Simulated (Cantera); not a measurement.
A closed system holds: 1 mol HgO, 5.3 mol H2, at 1700 Pa.

Method: chemical equilibrium by Gibbs-energy minimisation in Cantera with the NASA 1993 tables (ideal gas, pure condensed phases). Candidate condensed phases: H2O, Hg, HgO; 10 gas species. Equilibrium is a limit: real reactors are often held back by kinetics, nucleation or transport. All values below are at 898 K.

Base state: H2 0.683, H2O 0.159, Hg 0.159 (mole fractions); condensed: gas only.

What changes in the equilibrium state with this change: H2 from 5.3 to 0.18 mol?


| species | before | after |
|---|---|---|
| Hg | 0.159 | 0.629 |
| O2 | <1e-9 | 0.258 |
| H2O | 0.159 | 0.113 |
| H2 | 0.683 | <1e-9 |
